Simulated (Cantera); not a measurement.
What does this Cantera script print?

```python
import numpy as np
import cantera as ct

gas_names = [...]  # 109 gases of nasa_gas.yaml made of C, Cl, H, Si
cond_names = """
    C(gr) C6H6(L) C7H8(L) C8H18(L),n-octa Si(cr) Si(L) SiC(b)
""".split()


# ... load() reads the species with a 1 bar reference pressure and builds the phases ...
atoms = {
    'Si(CH3)4': {'Si': 1, 'C': 4, 'H': 12},
    'HCl': {'H': 1, 'CL': 1},
    'H2': {'H': 2},
}
top_T = {'C(gr)': 4500, 'SiC(b)': 3050}  # K; cautious upper limits of use, not melting points


# ... equilibrate(T, P, feed) seeds the gas with the atoms and calls Mixture.equilibrate('TP', solver="vcs", rtol=1e-11, max_steps=5000) ...
results = []
feed = {'Si(CH3)4': 1, 'HCl': 1.1, 'H2': 1.5}  # mol
P = 100000  # Pa
for T in [950, 975, 1000, 1025, 1050, 1075, 1100, 1125, 1150, 1175, 1200]:
    mix = equilibrate(T, P, feed)
    results.append((T, P, feed, dict(zip(mix.species_names, mix.species_moles))))

top = {s: max(r[3][s] / sum(r[3][g] for g in gas_names) for r in results) for s in gas_names}
cols = sorted((s for s in top if top[s] > 0.0001), key=lambda s: -top[s])[:9]
seen = [c for c in cond_names if any(r[3].get(c, 0) > 1e-12 for r in results)]
print("log10 of partial pressures in bar; condensed amounts in mol")
print(f"{'T/K':>10s}" + "".join(f"{s[:9]:>10s}" for s in cols + seen))
for T, P, feed, n in results:
    ng = sum(n[g] for g in gas_names)
    print(f"{T:10.4g}" + "".join(f"{np.log10(max(n[s] / ng * P / 1e5, 1e-99)):10.3f}" for s in cols)
          + "".join(f"{n.get(c, 0):10.4g}" for c in seen))
```

It prints:

```
log10 of partial pressures in bar; condensed amounts in mol
       T/K        H2       CH4       HCL     SiCL4    SiHCL3     SiCL3     C(gr)    SiC(b)
       950    -0.086    -0.948    -1.403    -1.606    -2.627    -4.638     2.354    0.7949
       975    -0.075    -1.052    -1.336    -1.652    -2.635    -4.500     2.505    0.8095
      1000    -0.068    -1.156    -1.274    -1.701    -2.647    -4.373     2.625     0.825
      1025    -0.063    -1.260    -1.219    -1.755    -2.665    -4.257     2.719    0.8413
      1050    -0.060    -1.362    -1.169    -1.814    -2.689    -4.152      2.79     0.858
      1075    -0.058    -1.462    -1.124    -1.878    -2.718    -4.060     2.842    0.8748
      1100    -0.057    -1.559    -1.084    -1.949    -2.754    -3.978     2.881    0.8914
      1125    -0.057    -1.654    -1.049    -2.028    -2.797    -3.909     2.908    0.9073
      1150    -0.057    -1.745    -1.018    -2.116    -2.847    -3.851     2.927    0.9222
      1175    -0.058    -1.833    -0.992    -2.211    -2.904    -3.805     2.941    0.9359
      1200    -0.058    -1.918    -0.971    -2.316    -2.968    -3.771      2.95    0.9479
```

These are equilibrium values from Cantera (NASA tables, ideal gas, pure condensed phases), not measurements of a reactor. The tables' values for SiCl3 are old estimates; treat these amounts as uncertain.
